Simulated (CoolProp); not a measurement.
The numbers come from the reference Helmholtz-energy equation of state, Kamei 1995 in CoolProp.

Task: For R22, give the phase and the cp (kJ/(kg K)), cv (kJ/(kg K)), Prandtl number at 242.7 K and 0.542 MPa; 242.7 K and 33.1 MPa.

Result: 
- 242.7 K and 0.542 MPa: liquid; cp 1.10, cv 0.657, Prandtl number 2.53
- 242.7 K and 33.1 MPa: liquid; cp 1.04, cv 0.668, Prandtl number 2.98

Viscosity comes from a separate model (Bell 2016), an estimate that may be off by 10 % or more. Thermal conductivity comes from a separate model (McLinden 2000), an estimate that may be off by 10 % or more.
